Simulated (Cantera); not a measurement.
A perfectly stirred reactor is fed with C₂H₆ : N₂ = 1 : 26 (molar parts), at 14.0 Pa; it is held at 1850 K, and followed from long to short residence time.

Detailed kinetics in Cantera: GRI-Mech 3.0 (53 species, 325 reactions). GRI-Mech 3.0 stops at C3 and has no aromatics, soot or wall deposition, so with more carbon than oxygen in the feed, carbon stays in small species such as C2H2 where larger ones or solid carbon would form. Radical loss at walls, strong at low pressure, is not modelled.

| quantity | before | after |
|---|---|---|
| x(C₂H₆) at τ = 6.70 s | 5.23e-5 | 0.000158 |
| x(CH₄) at τ = 6.70 s | 0.00336 | 0.0200 |
| x(C₂H₄) at τ = 6.70 s | 0.000370 | 0.00109 |
| x(H) at τ = 6.70 s | 0.00149 | 0.00329 |
| x(HCN) at τ = 6.70 s | 0.000246 | 0.000100 |
| x(C₂H₆) at τ = 47.0 ms | 0.00573 | 0.0195 |
| x(CH₄) at τ = 47.0 ms | 0.00520 | 0.0567 |
| x(C₂H₄) at τ = 47.0 ms | 0.00922 | 0.0398 |
| x(H) at τ = 47.0 ms | 0.00197 | 0.00407 |
| x(HCN) at τ = 47.0 ms | 1.60e-5 | 6.95e-6 |

Problem. What was changed between the two runs?
(A) C2H6 1 to 3.7 parts
(B) N2 26 to 3.6 parts
(C) N2 26 to 6.7 parts
(D) pressure from 14.0 Pa to 42.0 Pa

Solution. B, N2 26 to 3.6 parts
